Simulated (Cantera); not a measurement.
# Equilibrium for silicon carbide growth: CH3SiH3 + H2

A closed system holds: 1 mol CH3SiH3, 92 mol H2, held at 0.00400 bar.

Cantera equilibrium calculation (NASA polynomials, part measured and part estimated; ideal gas, pure solids and liquids). Candidate condensed phases: C, C6H6, C7H8, C8H18, Si, SiC; 87 gas species. The feed counts by its element totals alone. Gases not in the tables: Si2H6 and higher silanes. Equilibrium is a limit: real reactors are often held back by kinetics, nucleation or transport.

```json
[
 {"T (°C)": "1202", "x H2": "1.000", "x H": "0.000205", "x Si": "2.42e-7", "x C2H2 (acetylene)": "1.03e-8", "x SiC2": "<1e-12", "x Si2C": "3.01e-10", "x SiH": "5.45e-8", "x C2H": "<1e-12", "n SiC(s)": "1.000", "n C(graphite)": "0"},
 {"T (°C)": "1302", "x H2": "0.999", "x H": "0.000657", "x Si": "1.11e-6", "x C2H2 (acetylene)": "3.27e-7", "x SiC2": "5.54e-11", "x Si2C": "2.96e-9", "x SiH": "1.68e-7", "x C2H": "<1e-12", "n SiC(s)": "1.000", "n C(graphite)": "0"},
 {"T (°C)": "1402", "x H2": "0.998", "x H": "0.00183", "x Si": "6.22e-6", "x C2H2 (acetylene)": "3.19e-6", "x SiC2": "2.27e-9", "x Si2C": "3.22e-8", "x SiH": "6.60e-7", "x C2H": "2.90e-11", "n SiC(s)": "0.999", "n C(graphite)": "0"},
 {"T (°C)": "1502", "x H2": "0.995", "x H": "0.00457", "x Si": "3.30e-5", "x C2H2 (acetylene)": "1.80e-5", "x SiC2": "5.28e-8", "x Si2C": "3.06e-7", "x SiH": "2.56e-6", "x C2H": "6.50e-10", "n SiC(s)": "0.996", "n C(graphite)": "0"},
 {"T (°C)": "1602", "x H2": "0.989", "x H": "0.0103", "x Si": "0.000149", "x C2H2 (acetylene)": "8.07e-5", "x SiC2": "8.53e-7", "x Si2C": "2.32e-6", "x SiH": "8.71e-6", "x C2H": "1.00e-8", "n SiC(s)": "0.984", "n C(graphite)": "0"},
 {"T (°C)": "1702", "x H2": "0.978", "x H": "0.0214", "x Si": "0.000580", "x C2H2 (acetylene)": "0.000307", "x SiC2": "1.03e-5", "x Si2C": "1.43e-5", "x SiH": "2.61e-5", "x C2H": "1.16e-7", "n SiC(s)": "0.937", "n C(graphite)": "0"},
 {"T (°C)": "1802", "x H2": "0.956", "x H": "0.0412", "x Si": "0.00197", "x C2H2 (acetylene)": "0.00101", "x SiC2": "9.77e-5", "x Si2C": "7.33e-5", "x SiH": "6.98e-5", "x C2H": "1.05e-6", "n SiC(s)": "0.776", "n C(graphite)": "0"},
 {"T (°C)": "1902", "x H2": "0.916", "x H": "0.0739", "x Si": "0.00717", "x C2H2 (acetylene)": "0.00204", "x SiC2": "0.000626", "x Si2C": "0.000386", "x SiH": "0.000202", "x C2H": "5.32e-6", "n SiC(s)": "0.123", "n C(graphite)": "0.305"},
 {"T (°C)": "2002", "x H2": "0.862", "x H": "0.125", "x Si": "0.00813", "x C2H2 (acetylene)": "0.00328", "x SiC2": "0.00103", "x Si2C": "0.000199", "x SiH": "0.000183", "x C2H": "2.01e-5", "n SiC(s)": "0", "n C(graphite)": "0.0888"},
 {"T (°C)": "2102", "x H2": "0.789", "x H": "0.198", "x Si": "0.00805", "x C2H2 (acetylene)": "0.00354", "x SiC2": "0.00103", "x Si2C": "7.19e-5", "x SiH": "0.000146", "x C2H": "4.82e-5", "n SiC(s)": "0", "n C(graphite)": "0"},
 {"T (°C)": "2202", "x H2": "0.692", "x H": "0.296", "x Si": "0.00777", "x C2H2 (acetylene)": "0.00332", "x SiC2": "0.000927", "x Si2C": "2.57e-5", "x SiH": "0.000112", "x C2H": "9.68e-5", "n SiC(s)": "0", "n C(graphite)": "0"},
 {"T (°C)": "2302", "x H2": "0.574", "x H": "0.415", "x Si": "0.00733", "x C2H2 (acetylene)": "0.00294", "x SiC2": "0.000817", "x Si2C": "9.40e-6", "x SiH": "8.30e-5", "x C2H": "0.000178", "n SiC(s)": "0", "n C(graphite)": "0"}
]
```
x: gas mole fraction; n: condensed amount in mol.

From 1202 °C to 1802 °C the condensed part is SiC(s). At 1902 °C the condensed part is C(graphite) + SiC(s). At 2002 °C the condensed part is C(graphite). From 2102 °C to 2302 °C nothing is condensed. The main Si-bearing gas is Si throughout.
